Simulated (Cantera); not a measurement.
**Ignition delay**

Mixture: 12.0 % CH4, 13.3 % O2, 74.7 % N2, equivalence ratio 1.8, at 0.810 bar, adiabatic and at constant volume. Ignition delay is the time to a rise of 400 K.

Model: GRI-Mech 3.0 (53 species, 325 reactions), integrated in Cantera.

```
T0 (K)  delay (ms)
------  ----------
1273          37.3
1323          19.2
1373          10.1
1423          5.52
1473          3.10
1523          1.80
1573          1.09
1623         0.684
1673         0.447
```

- apparent activation energy between 1573 and 1673 K = 190 kJ/mol
